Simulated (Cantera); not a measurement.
An adiabatic, constant-volume homogeneous reactor starts with 19.7 % H2, 16.2 % O2, 60.7 % N2, 3.35 % H2O, equivalence ratio 0.61, at 975 K and 750 Torr.

Detailed kinetics in Cantera: the H2/O2 subset of GRI-Mech 3.0, which has no nitrogen chemistry.

**Question.** Predict: time of steepest temperature rise; temperature at 0.200 s; equilibrium temperature; x(H2) at 0.200 s; x(O2) at 0.200 s; x(H2O) at 0.200 s; x(HO2) at 0.200 s; x(O) at 0.200 s; x(H2O2) at 0.200 s.

**Answer.** 
```
Quantity                                                            Result
---------------------------------  ---------------------------------------
time of steepest temperature rise                                  6.86 ms
temperature at 0.200 s                                              2554 K
equilibrium temperature                                             2554 K
x(H2) at 0.200 s                   0.00467 (gas-phase equilibrium 0.00467)
x(O2) at 0.200 s                     0.0665 (gas-phase equilibrium 0.0665)
x(H2O) at 0.200 s                      0.240 (gas-phase equilibrium 0.240)
x(HO2) at 0.200 s                  1.33e-5 (gas-phase equilibrium 1.33e-5)
x(O) at 0.200 s                    0.00316 (gas-phase equilibrium 0.00316)
x(H2O2) at 0.200 s                 7.55e-7 (gas-phase equilibrium 7.55e-7)
```
